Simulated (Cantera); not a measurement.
A closed system holds: 1 mol Ta(OEt)5, 0.11 mol H2O, 12 mol H2, held at 100 Torr.

These are equilibrium values from Cantera (NASA tables, ideal gas, pure condensed phases), not measurements of a reactor. Candidate condensed phases: C, C6H6, C7H8, C8H18, H2O, Ta, TaC, Ta2O5; 113 gas species. The feed counts by its element totals alone. The numbers say what is thermodynamically allowed, not how fast it happens.

Over these rows the condensed part is C(graphite) + Ta2O5(s). Partial pressures as log10 of bar:

| T (K) | 1000/T (1/K) | log p H2O | log p H2 | log p CO | log p CH4 |
|---|---|---|---|---|---|
| 875 | 1.1429 | -2.41 | -0.94 | -2.08 | -2.24 |
| 925 | 1.0811 | -2.73 | -0.93 | -1.97 | -2.51 |
| 975 | 1.0256 | -3.07 | -0.93 | -1.92 | -2.75 |
| 1025 | 0.9756 | -3.40 | -0.92 | -1.91 | -2.98 |
| 1075 | 0.9302 | -3.72 | -0.92 | -1.90 | -3.19 |
| 1125 | 0.8889 | ? | -0.92 | -1.90 | -3.38 |

Question: Fit log p(H2O) = a + b·(1000/T) to the five rows, give the apparent enthalpy, and predict the row at 1125 K.

Answer: Means: 1000/T = 1.0311, log p = -3.066. Sxy = 0.174688, Sxx = 0.0282905, so b = 6.17 and a = -3.066 − (6.17)×1.0311 = -9.43.
Apparent enthalpy: −19.145 × (6.17) = -118 kJ/mol. With the condensed phases at unit activity, H2(g) + CO(g) = H2O(g) + C(graphite) links this pressure to the main gases: over the six rows their terms move log p by +0.20 in all, so the slope isn't that reaction's ΔH° alone. The five rows lie within 0.03 of the line.
Prediction at 1125 K: -9.43 + (6.17)×0.8889 = -3.95. The computed value is -4.01, 0.06 from the line.
